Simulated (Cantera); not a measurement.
Feed: 1 mol MgO, 0.13 mol HCl, 1.8 mol O2, equilibrated at 602 °C and 1 atm.

Equilibrium computed with Cantera from the NASA thermochemical tables; the gas is ideal and each condensed phase is pure. Candidate condensed phases: H2O, Mg, MgCl2, MgO, Mg(OH)2; 22 gas species. Condensed phases not in the tables: MgOHCl. Kinetics and transport are ignored.

Base state: O2 0.932, HCl 0.0235, H2O 0.0223, Cl2 0.0223 (mole fractions); condensed: MgO(s).

Problem. What changes in the equilibrium state with this change: MgO replaced by AlN?

Solution. 
```json
[
 {"species": "O2", "before": "0.932", "after": "0.620"},
 {"species": "N2", "before": "0", "after": "0.301"},
 {"species": "HCl", "before": "0.0235", "after": "0.0288"},
 {"species": "Cl2", "before": "0.0223", "after": "0.0248"},
 {"species": "H2O", "before": "0.0223", "after": "0.0248"},
 {"species": "MgO(s), mol", "before": "1.00", "after": "0"},
 {"species": "Al2O3(s), mol", "before": "0", "after": "0.500"}
]
```
Condensed phases not in the tables: AlOCl. Further candidate phases: Al, AlCl3, AlN, Al2O3, NH4Cl.

Problem. What changes in the equilibrium state with this change: MgO replaced by B?

Solution. 
```json
[
 {"species": "O2", "before": "0.932", "after": "0.888"},
 {"species": "HCl", "before": "0.0235", "after": "0.0387"},
 {"species": "Cl2", "before": "0.0223", "after": "0.0367"},
 {"species": "H2O", "before": "0.0223", "after": "0.0361"},
 {"species": "(HBO2)3", "before": "0", "after": "0.000389"},
 {"species": "MgO(s), mol", "before": "1.00", "after": "0"},
 {"species": "B2O3(l), mol", "before": "0", "after": "0.499"}
]
```
Gases not in the tables: H3BO3. Further candidate phases: B, B2O3, B3O3H3.
